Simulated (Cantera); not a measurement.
Mixture: 3.89 % C3H8, 19.5 % O2, 73.2 % N2, 3.46 % H2O, equivalence ratio 1.0, at 10.0 bar, adiabatic and at constant volume. Ignition delay is the time to a rise of 400 K.

Detailed kinetics in Cantera: GRI-Mech 3.0 (53 species, 325 reactions). GRI-Mech 3.0 was tuned for natural gas; its chemistry of propane as a main component is partial and can be far from experiment.

**Question.** Predict: delay at 1198 K; delay at 1298 K; delay at 1398 K; delay at 1498 K; delay at 1598 K; delay at 1698 K; apparent activation energy between 1498 and 1698 K.

**Answer.** 
```
Property                                                 Value
--------------------------------------------------  ----------
delay at 1198 K                                        1.66 ms
delay at 1298 K                                       0.295 ms
delay at 1398 K                                        65.8 µs
delay at 1498 K                                        19.3 µs
delay at 1598 K                                        7.28 µs
delay at 1698 K                                        3.41 µs
apparent activation energy between 1498 and 1698 K  180 kJ/mol
```
